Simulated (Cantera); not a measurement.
An adiabatic, constant-pressure homogeneous reactor starts with 25.2 % CO, 4.54 % H₂, 14.8 % O₂, 55.5 % N₂, at 1125 K and 2.07 atm.

Detailed kinetics in Cantera: GRI-Mech 3.0 (53 species, 325 reactions). The hydrogen kinetics of GRI-Mech 3.0 are dated; newer H2 mechanisms differ, most at raised pressure.

Question: Predict: time of steepest temperature rise; temperature at 2.00 s; equilibrium temperature; x(CO) at 2.00 s; x(H₂) at 2.00 s; x(O₂) at 2.00 s; x(NO) at 2.00 s; x(CO₂) at 2.00 s.

Answer: 
| Quantity | Value |
|---|---|
| time of steepest temperature rise | 79.7 µs |
| temperature at 2.00 s | 2703 K |
| equilibrium temperature | 2703 K |
| x(CO) at 2.00 s | 0.0800 (gas-phase equilibrium 0.0800) |
| x(H₂) at 2.00 s | 0.00252 (gas-phase equilibrium 0.00252) |
| x(O₂) at 2.00 s | 0.0305 (gas-phase equilibrium 0.0305) |
| x(NO) at 2.00 s | 0.0108 (gas-phase equilibrium 0.0108) |
| x(CO₂) at 2.00 s | 0.202 (gas-phase equilibrium 0.202) |
